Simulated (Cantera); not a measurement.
A closed system holds: 1 mol SiC, 0.0021 mol O2, 97 mol N2, equilibrated at 9.50 bar.

Cantera equilibrium calculation (NASA polynomials, part measured and part estimated; ideal gas, pure solids and liquids). Candidate condensed phases: C, Si, SiC, SiO2, Si2N2O, Si3N4; 34 gas species. N2 is the only nitrogen source here; it is nearly inert below about 1500 K, so the nitride shown seldom forms there in practice. Mutual solubility and eutectic melting of coexisting phases are not modelled. Rates play no part.

Task: Which condensed phases are stable at each of these points (T (K)): 1448, 1473, 1498, 1523, 1548, 1573, 1598, 1623?

Result: 
```tsv
T (K)	condensed phases	Si condensed (%)
1448	C(graphite) + Si2N2O(s) + Si3N4(s)	100.0
1473	C(graphite) + Si2N2O(s) + Si3N4(s)	100.0
1498	C(graphite) + Si2N2O(s) + Si3N4(s)	100.0
1523	C(graphite) + Si2N2O(s) + Si3N4(s)	100.0
1548	C(graphite) + Si3N4(s)	100.0
1573	C(graphite) + Si3N4(s)	100.0
1598	C(graphite) + Si3N4(s)	100.0
1623	C(graphite) + Si3N4(s)	100.0
```

From 1448 K to 1523 K the condensed part is C(graphite) + Si2N2O(s) + Si3N4(s). From 1548 K to 1623 K the condensed part is C(graphite) + Si3N4(s).
